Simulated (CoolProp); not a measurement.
Properties of acetone at several states.

Values from CoolProp's reference Helmholtz-energy equation of state, Lemmon 2006. It is a short technical equation, of lower accuracy than the large ones.

```tsv
T (K)	p (bar)	phase	cp (kJ/(kg K))	cv (kJ/(kg K))	speed of sound (m/s)	Joule-Thomson coefficient (K/MPa)
435.3	48.6	liquid	[?]	[?]	603.2	[?]
488.7	0.799	gas	1.846	1.697	273.7	13.23
489	43.2	liquid	[?]	[?]	307.4	1.619
219	5.41	liquid	[?]	[?]	1548	[?]
```

Q: What belongs in the gaps?

A: 
- 435.3, cp (kJ/(kg K)): 2.659
- 435.3, cv (kJ/(kg K)): 1.839
- 435.3, Joule-Thomson coefficient (K/MPa): 0.1175
- 489, cp (kJ/(kg K)): 3.600
- 489, cv (kJ/(kg K)): 2.015
- 219, cp (kJ/(kg K)): 2.014
- 219, cv (kJ/(kg K)): 1.455
- 219, Joule-Thomson coefficient (K/MPa): -0.4187
